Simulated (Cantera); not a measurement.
# Equilibrium for silicon epitaxy and polysilicon growth: Si₂Cl₆ + H₂

Input: 1 mol Si₂Cl₆, 15 mol H₂, held at 1 atm.

Cantera equilibrium calculation (NASA polynomials, part measured and part estimated; ideal gas, pure solids and liquids). Candidate condensed phases: Si; 19 gas species. The feed counts by its element totals alone. The tables' values for SiCl₃, SiCl are old estimates; treat these amounts as uncertain. Gases not in the tables: Si₂H₆ and higher silanes. Equilibrium is a limit: real reactors are often held back by kinetics, nucleation or transport.

At 1673 K the condensed part is Si(s). From 1698 K to 1823 K the condensed part is Si(l). The main Si-bearing gas is SiCl₂ throughout. The share of Si in condensed phases is highest at 1823 K (18.8 %) and lowest at 1698 K (15.8 %).

| T (K) | x H₂ | x HCl | x SiCl₂ | x SiCl₃ | x SiHCl₃ | x SiCl₄ | x SiH₂Cl₂ | n Si(s) | n Si(l) |
|---|---|---|---|---|---|---|---|---|---|
| 1673 | 0.777 | 0.129 | 0.0771 | 0.0105 | 0.00321 | 0.00297 | 0.000598 | 0.320 | 0 |
| 1698 | 0.775 | 0.131 | 0.0793 | 0.00965 | 0.00264 | 0.00232 | 0.000525 | 0 | 0.315 |
| 1723 | 0.772 | 0.134 | 0.0804 | 0.00888 | 0.00218 | 0.00184 | 0.000456 | 0 | 0.326 |
| 1748 | 0.770 | 0.137 | 0.0812 | 0.00815 | 0.00181 | 0.00146 | 0.000397 | 0 | 0.338 |
| 1773 | 0.768 | 0.140 | 0.0817 | 0.00747 | 0.00150 | 0.00116 | 0.000346 | 0 | 0.350 |
| 1798 | 0.766 | 0.142 | 0.0821 | 0.00685 | 0.00124 | 0.000925 | 0.000302 | 0 | 0.362 |
| 1823 | 0.764 | 0.145 | 0.0823 | 0.00627 | 0.00103 | 0.000739 | 0.000264 | 0 | 0.375 |
x: gas mole fraction; n: condensed amount in mol.
